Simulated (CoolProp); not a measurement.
Vapour pressure (kPa) of C3F8 (R218): the reference equation beside estimates from Tc = 71.9 °C, pc = 2640 kPa, ω = 0.317.

Values from CoolProp's reference Helmholtz-energy equation of state, Lemmon 2006. It is a short technical equation, of lower accuracy than the large ones.

```csv
T (°C),reference,van der Waals,Soave-Redlich-Kwong
-53.35,44.78,321.4,44.48
-37.95,96.11,461.7,95.86
-22.55,184.9,637.3,185.3
-7.15,326.3,851.2,328.6
8.35,538.8,1108,545.3
23.75,838.6,1406,852.2
39.15,1248,1750,1272
54.55,1796,2142,1826
```

Absolute difference from the reference over all 8 rows, mean and median: van der Waals 204.6 and 133.3 %, Soave-Redlich-Kwong 1.0 and 1.0 %.
